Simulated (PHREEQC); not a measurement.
Make-up at 25 °C: 0.0055 mol Cu(NO3)2, 0.068 mol H2SO4 and 0.26 mol NaCl per kg of water. It is in equilibrium with CO2 at log p = 0 (atm). Otherwise closed; pH follows from the charge balance.

Model: ion-association model, phreeqc.dat, run in PHREEQC.

No solid was allowed to form.

Task: Order these S species by the share of S that they hold, largest first: HSO4-, SO4-2, NaSO4-, CuSO4.

Result: HSO4- (62 %), SO4-2 (28 %), NaSO4- (8.4 %), CuSO4 (1.3 %)

The pH is 1.14 and the ionic strength 0.380 mol/kgw.
